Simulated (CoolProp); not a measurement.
Aqueous potassium acetate as a coolant, 21 % by mass, freezing at -12.1 °C, 1 atm.

Model: Melinder's fits for secondary coolants, in CoolProp.

```
T (°C)  viscosity (mPa s)  cp (kJ/(kg K))  Prandtl number  conductivity (W/(m K))
------  -----------------  --------------  --------------  ----------------------
-7.1                  [?]           3.441            27.6                   0.490
-1.7                 3.22           3.450            22.3                     [?]
3.7                  2.69           3.459            18.4                   0.505
9.2                  2.27           3.468            15.4                   0.513
14.6                 1.96           3.476            13.1                     [?]
20                   1.71             [?]            11.3                   0.528
25.5                 1.51           3.493            9.84                   0.536
30.9                 1.35             [?]            8.67                   0.543
```

Q: Some entries are withheld; supply them.

A: 
- -7.1, viscosity (mPa s): 3.94
- -1.7, conductivity (W/(m K)): 0.498
- 14.6, conductivity (W/(m K)): 0.521
- 20, cp (kJ/(kg K)): 3.484
- 30.9, cp (kJ/(kg K)): 3.501
